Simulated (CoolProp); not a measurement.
A closed Brayton cycle with carbon dioxide: compressor inlet 327.15 K and 9 MPa, high pressure 25.4 MPa, turbine inlet 960 K, compressor efficiency 0.89, turbine efficiency 0.9, recuperator effectiveness 0.8 (on enthalpy, no pinch check). Each further row changes one setting.

Values from CoolProp's reference Helmholtz-energy equation of state, Span 1996.

```
case                           thermal efficiency (%)  net work (kJ/kg)  compressor to turbine work  compressor exit (K)  turbine exit (K)
-----------------------------  ----------------------  ----------------  --------------------------  -------------------  ----------------
as stated                                        32.5               111                        0.31                409.3             823.5
turbine inlet 910 K                              31.7               ___                        0.33                409.3               ___
compressor inlet 337.15 K                        31.8               104                        0.35                  ___             823.5
high pressure 21.6 MPa                            ___              96.5                         ___                396.2             844.1
recuperator effectiveness 0.5                     ___               111                        0.31                409.3             823.5
```

Problem. Fill in the missing entries.

Solution. 
- turbine inlet 910 K, net work (kJ/kg): 102
- turbine inlet 910 K, turbine exit (K): 778.1
- compressor inlet 337.15 K, compressor exit (K): 427.0
- high pressure 21.6 MPa, thermal efficiency (%): 30.3
- high pressure 21.6 MPa, compressor to turbine work: 0.30
- recuperator effectiveness 0.5, thermal efficiency (%): 22.8
